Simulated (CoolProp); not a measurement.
The numbers come from the reference Helmholtz-energy equation of state, Eisenbach 2021 in CoolProp.

Task: For propylene glycol, give the phase and the cp (kJ/(kg K)) at 290.15 °C and 181 kPa; 304.25 °C and 181 kPa.

Result: 
- 290.15 °C and 181 kPa: gas; cp 2.84
- 304.25 °C and 181 kPa: gas; cp 2.88
